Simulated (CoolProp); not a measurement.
A single-stage vapour-compression cycle with the fluid: evaporating at 206.15 K (dew point), condensing at 273.15 K (bubble point), superheat 8 K, subcooling 0 K, compressor efficiency 0.9, no pressure losses. The same conditions are run with several fluids, on thermodynamics alone (safety and materials aside).

Computed with CoolProp (reference Helmholtz-energy equation of state of each fluid (hydrogen sulfide: Lemmon 2006; propane: Lemmon 2009; ammonia: Gao 2020; R115: Lemmon 2016; carbonyl sulfide: Lemmon 2006; nitrous oxide: Lemmon 2006)).

```
fluid             cooling COP  pressure ratio  discharge temperature (K)  refrigerating effect (kJ/kg)  volumetric capacity (kJ/m³)
----------------  -----------  --------------  -------------------------  ----------------------------  ---------------------------
hydrogen sulfide          ___             ___                        ___                           426                          ___
propane                  2.09            16.3                        ___                           307                          224
ammonia                  1.92            31.7                      495.2                          1180                          154
R115                      ___            18.4                      284.6                          76.3                          ___
carbonyl sulfide          ___            15.1                      391.0                           244                          360
nitrous oxide            1.79            9.94                      375.7                           228                         1860
```

Some entries are withheld; supply them.


- hydrogen sulfide, cooling COP: 1.98
- hydrogen sulfide, pressure ratio: 14.5
- hydrogen sulfide, discharge temperature (K): 432.1
- hydrogen sulfide, volumetric capacity (kJ/m³): 591
- propane, discharge temperature (K): 317.3
- R115, cooling COP: 1.88
- R115, volumetric capacity (kJ/m³): 161
- carbonyl sulfide, cooling COP: 2.06
